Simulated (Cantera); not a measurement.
Feed: 1 mol CH3Cl, 0.71 mol Si, 17 mol H2, equilibrated at 33.8 Torr.

Method: chemical equilibrium by Gibbs-energy minimisation in Cantera with the NASA 1993 tables (ideal gas, pure condensed phases). Candidate condensed phases: C, C6H6, C7H8, C8H18, Si, SiC; 109 gas species. Equilibrium is a limit: real reactors are often held back by kinetics, nucleation or transport.

Problem. At 1098 K, list the 5 most abundant gas species with their mole fractions, and the condensed phases.

Solution. H2 0.946, HCl 0.0523, CH4 0.00147, SiCl4 7.33e-5, SiHCl3 1.93e-5. Condensed: C(graphite) + SiC(s).
